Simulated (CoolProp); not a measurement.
Vapour-liquid equilibrium of dimethyl ether (1) + R227EA (2) at 0.0813 MPa; x and y are mole fractions of (1).

The numbers come from the multi-fluid Helmholtz-energy mixture model, Wu 2011 and Lemmon 2016; pair parameters Bell 2016 in CoolProp.

**Question.** Give the bubble temperature and the first vapour's composition at x = 0.2, 0.8, 0.95. Is there an azeotrope?

**Answer.** x = 0.2: 255.6 K, y = 0.140; x = 0.8: 247.3 K, y = 0.927; x = 0.95: 244.3 K, y = 0.986. y crosses x between x = 0.2 and 0.35: the model has an azeotrope there.

The pair parameters rest on a limited set of measurements; away from them the model extrapolates.
